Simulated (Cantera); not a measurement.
Input (Python, Cantera):

```python
import numpy as np
import cantera as ct

gas = ct.Solution("h2o2.yaml")
gas.TPX = 1775, 2000000, {'H2': 1, 'O2': 0.658, 'N2': 6.58, 'H2O': 1.2}
reactor = ct.IdealGasConstPressureReactor(gas, energy="on", clone=False)
net = ct.ReactorNet([reactor])
net.rtol, net.atol = 1e-08, 1e-16
show = ['H2', 'O2', 'H2O', 'H2O2', 'HO2', 'OH', 'O']
times = np.geomspace(5e-06, 0.9, 11)

steps = ct.SolutionArray(gas, extra=["t"])
rows = []
print(f"{'t/s':>10s}{'T/K':>9s}{'P/Pa':>11s}" + "".join(f"{s:>11s}" for s in show))
for t in times:
    while net.time < t:
        t_next = net.step()
        steps.append(gas.state, t=t_next)
    rows.append([np.interp(t, steps.t, y) for y in (steps.T, steps.P, *steps(*show).X.T)])
    print(f"{t:10.3e}{rows[-1][0]:9.1f}{rows[-1][1]:11.4g}" + "".join(f"{x:11.3e}" for x in rows[-1][2:]))
rate = np.gradient(steps.T, steps.t)
print("integrator steps:", len(steps.t))
if steps.T.max() > steps.T[0] + 200:
    print(f"time of steepest temperature rise: {steps.t[rate.argmax()]:.4e} s")
gas.TPX = 1775, 2000000, {'H2': 1, 'O2': 0.658, 'N2': 6.58, 'H2O': 1.2}
gas.equilibrate("HP")
print(f"equilibrium (HP): T = {gas.T:.1f} K  " + "  ".join(f"{s} {gas[s].X[0]:.3e}" for s in show))
```

It prints:

```
       t/s      T/K       P/Pa         H2         O2        H2O       H2O2        HO2         OH          O
 5.000e-06   2420.4      2e+06  3.515e-03  1.771e-02  2.385e-01  1.113e-06  9.668e-06  5.977e-03  5.391e-04
 1.677e-05   2439.4      2e+06  1.846e-03  1.726e-02  2.412e-01  8.782e-07  6.179e-06  4.720e-03  3.187e-04
 5.624e-05   2439.7      2e+06  1.823e-03  1.725e-02  2.413e-01  8.749e-07  6.136e-06  4.701e-03  3.157e-04
 1.886e-04   2439.7      2e+06  1.823e-03  1.725e-02  2.413e-01  8.749e-07  6.136e-06  4.701e-03  3.157e-04
 6.325e-04   2439.7      2e+06  1.823e-03  1.725e-02  2.413e-01  8.749e-07  6.136e-06  4.701e-03  3.157e-04
 2.121e-03   2439.7      2e+06  1.823e-03  1.725e-02  2.413e-01  8.749e-07  6.136e-06  4.701e-03  3.157e-04
 7.114e-03   2439.7      2e+06  1.823e-03  1.725e-02  2.413e-01  8.749e-07  6.136e-06  4.701e-03  3.157e-04
 2.386e-02   2439.7      2e+06  1.823e-03  1.725e-02  2.413e-01  8.749e-07  6.136e-06  4.701e-03  3.157e-04
 8.002e-02   2439.7      2e+06  1.823e-03  1.725e-02  2.413e-01  8.749e-07  6.136e-06  4.701e-03  3.157e-04
 2.684e-01   2439.7      2e+06  1.823e-03  1.725e-02  2.413e-01  8.749e-07  6.136e-06  4.701e-03  3.157e-04
 9.000e-01   2439.7      2e+06  1.823e-03  1.725e-02  2.413e-01  8.749e-07  6.136e-06  4.701e-03  3.157e-04
integrator steps: 1003
time of steepest temperature rise: 8.9365e-07 s
equilibrium (HP): T = 2439.7 K  H2 1.823e-03  O2 1.725e-02  H2O 2.413e-01  H2O2 8.749e-07  HO2 6.136e-06  OH 4.701e-03  O 3.157e-04
```

Model: the H2/O2 subset of GRI-Mech 3.0, which has no nitrogen chemistry, integrated in Cantera. The hydrogen kinetics of GRI-Mech 3.0 are dated; newer H2 mechanisms differ, most at raised pressure. The pressure lies above the range GRI-Mech 3.0 was tuned for (to about 10 atm).
